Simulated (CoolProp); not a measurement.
Vapour-liquid equilibrium of ethane (1) + propane (2) at 0.0803 MPa; x and y are mole fractions of (1).

Model: multi-fluid Helmholtz-energy mixture model, Bücker 2006 and Lemmon 2009; pair parameters Kunz 2012, in CoolProp.

Question: Give the bubble temperature and the first vapour's composition at x = 0.25, 0.35, 0.55. Is there an azeotrope?

Answer: x = 0.25: 204.1 K, y = 0.750; x = 0.35: 198.9 K, y = 0.841; x = 0.55: 191.2 K, y = 0.934. No azeotrope shows between x = 0.05 and 0.95.

The pair parameters rest on a limited set of measurements; away from them the model extrapolates.
